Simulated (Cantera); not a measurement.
Thermal oxidation and active oxidation of silicon: Si + H2O + N2

Charge: 1 mol Si, 0.25 mol H2O, 87 mol N2, held at 9.60 mbar.

Equilibrium computed with Cantera from the NASA thermochemical tables; the gas is ideal and each condensed phase is pure. Candidate condensed phases: H2O, Si, SiO2, Si2N2O, Si3N4; 35 gas species. N2 is the only nitrogen source here; it is nearly inert below about 1500 K, so the nitride shown seldom forms there in practice. Mutual solubility and eutectic melting of coexisting phases are not modelled. The tables' values for SiN are old estimates; treat these amounts as uncertain. Equilibrium is a limit: real reactors are often held back by kinetics, nucleation or transport.

| T (K) | x N2 | x H2 | x SiO | x Si | x H | x Si2N | x SiN | n Si2N2O(s) | n Si3N4(s) | n Si(l) |
|---|---|---|---|---|---|---|---|---|---|---|
| 1398 | 0.997 | 0.00288 | 5.21e-7 | 5.60e-10 | 2.59e-6 | 1.02e-12 | 1.12e-10 | 0.250 | 0.167 | 0 |
| 1448 | 0.997 | 0.00288 | 2.91e-6 | 4.36e-9 | 5.05e-6 | 1.39e-11 | 6.90e-10 | 0.250 | 0.167 | 0 |
| 1498 | 0.997 | 0.00288 | 1.44e-5 | 2.96e-8 | 9.41e-6 | 1.59e-10 | 3.75e-9 | 0.249 | 0.167 | 0 |
| 1548 | 0.997 | 0.00288 | 6.45e-5 | 1.77e-7 | 1.69e-5 | 1.55e-9 | 1.82e-8 | 0.244 | 0.169 | 0 |
| 1598 | 0.997 | 0.00287 | 0.000262 | 9.45e-7 | 2.91e-5 | 1.30e-8 | 8.02e-8 | 0.227 | 0.174 | 0 |
| 1648 | 0.996 | 0.00286 | 0.000973 | 4.55e-6 | 4.86e-5 | 9.60e-8 | 3.22e-7 | 0.166 | 0.195 | 0 |
| 1698 | 0.994 | 0.00283 | 0.00287 | 2.00e-5 | 7.86e-5 | 6.27e-7 | 1.19e-6 | 0 | 0.249 | 0 |
| 1748 | 0.994 | 0.00281 | 0.00287 | 8.02e-5 | 0.000124 | 3.67e-6 | 4.06e-6 | 0 | 0.247 | 0 |
| 1798 | 0.994 | 0.00278 | 0.00287 | 0.000298 | 0.000189 | 1.94e-5 | 1.30e-5 | 0 | 0.240 | 0 |
| 1848 | 0.993 | 0.00271 | 0.00285 | 0.000653 | 0.000282 | 3.76e-5 | 2.46e-5 | 0 | 0 | 0.683 |
| 1898 | 0.993 | 0.00264 | 0.00285 | 0.00128 | 0.000410 | 6.10e-5 | 4.20e-5 | 0 | 0 | 0.621 |
| 1948 | 0.991 | 0.00255 | 0.00285 | 0.00242 | 0.000583 | 9.63e-5 | 6.98e-5 | 0 | 0 | 0.509 |
x: gas mole fraction; n: condensed amount in mol.

From 1398 K to 1648 K the condensed part is Si2N2O(s) + Si3N4(s). From 1698 K to 1798 K the condensed part is Si3N4(s). From 1848 K to 1948 K the condensed part is Si(l). The main Si-bearing gas is SiO throughout.
